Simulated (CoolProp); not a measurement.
A single-stage vapour-compression cycle with isobutane: evaporating at 296.15 K (dew point), condensing at 359.15 K (bubble point), superheat 5 K, subcooling 2 K, compressor efficiency 0.9, no pressure losses. Each further row changes one setting.

The numbers come from the reference Helmholtz-energy equation of state, Bücker 2006 in CoolProp.

```csv
case,cooling COP,pressure ratio,discharge temperature (K),refrigerating effect (kJ/kg),volumetric capacity (kJ/m³)
as stated,2.73,4.59,359.2,178,1500
evaporating temperature 301.15 K,3.13,3.97,359.2,?,1790
condensing temperature 354.15 K,3.15,?,354.2,?,1620
subcooling 7 K,2.95,4.59,359.2,?,1620
superheat 15 K,?,4.59,366.0,196,1580
compressor efficiency 0.8,2.42,4.59,360.6,178,1500
```

**Question.** Complete the blanks.

**Answer.** 
- evaporating temperature 301.15 K, refrigerating effect (kJ/kg): 185
- condensing temperature 354.15 K, pressure ratio: 4.15
- condensing temperature 354.15 K, refrigerating effect (kJ/kg): 192
- subcooling 7 K, refrigerating effect (kJ/kg): 193
- superheat 15 K, cooling COP: 2.85

The compression ends wet for: as stated; evaporating temperature 301.15 K; condensing temperature 354.15 K; subcooling 7 K.
